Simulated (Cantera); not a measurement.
A Cantera script and what it prints.

```python
import numpy as np
import cantera as ct

gas_names = """
    Cu CuF CuF2 Cu2 F F2 H HF H2 H2F2 H3F3 H4F4 H5F5 H6F6 H7F7
""".split()
cond_names = """
    Cu(cr) Cu(L) CuF2(s) CuF2(L)
""".split()


# ... load() reads the species with a 1 bar reference pressure and builds the phases ...
atoms = {
    'Cu': {'Cu': 1},
    'HF': {'H': 1, 'F': 1},
    'H2': {'H': 2},
}
top_T = {}  # K; cautious upper limits of use, not melting points


# ... equilibrate(T, P, feed) seeds the gas with the atoms and calls Mixture.equilibrate('TP', solver="vcs", rtol=1e-11, max_steps=5000) ...
results = []
feed = {'Cu': 1, 'HF': 6.4, 'H2': 0.24}  # mol
P = 10000  # Pa
for T in [825, 875, 925, 975, 1025, 1075, 1125, 1175, 1225, 1275, 1325, 1375, 1425, 1475]:
    mix = equilibrate(T, P, feed)
    results.append((T, P, feed, dict(zip(mix.species_names, mix.species_moles))))

top = {s: max(r[3][s] / sum(r[3][g] for g in gas_names) for r in results) for s in gas_names}
cols = sorted((s for s in top if top[s] > 0.0001), key=lambda s: -top[s])[:9]
seen = [c for c in cond_names if any(r[3].get(c, 0) > 1e-12 for r in results)]
print("log10 of partial pressures in bar; condensed amounts in mol")
print(f"{'T/K':>10s}" + "".join(f"{s[:9]:>10s}" for s in cols + seen))
for T, P, feed, n in results:
    ng = sum(n[g] for g in gas_names)
    print(f"{T:10.4g}" + "".join(f"{np.log10(max(n[s] / ng * P / 1e5, 1e-99)):10.3f}" for s in cols)
          + "".join(f"{n.get(c, 0):10.4g}" for c in seen))
```

Result:

```
log10 of partial pressures in bar; condensed amounts in mol
       T/K        HF        H2       CuF    Cu(cr)     Cu(L)
       825    -1.016    -2.442   -11.922         1         0
       875    -1.016    -2.442   -10.992         1         0
       925    -1.016    -2.442   -10.162         1         0
       975    -1.016    -2.442    -9.419         1         0
      1025    -1.016    -2.442    -8.749         1         0
      1075    -1.016    -2.442    -8.142         1         0
      1125    -1.016    -2.442    -7.590         1         0
      1175    -1.016    -2.442    -7.086         1         0
      1225    -1.016    -2.442    -6.623         1         0
      1275    -1.016    -2.442    -6.198         1         0
      1325    -1.016    -2.442    -5.805    0.9999         0
      1375    -1.016    -2.442    -5.448         0    0.9997
      1425    -1.016    -2.442    -5.129         0    0.9994
      1475    -1.016    -2.441    -4.832         0    0.9987
```

Equilibrium computed with Cantera from the NASA thermochemical tables; the gas is ideal and each condensed phase is pure.
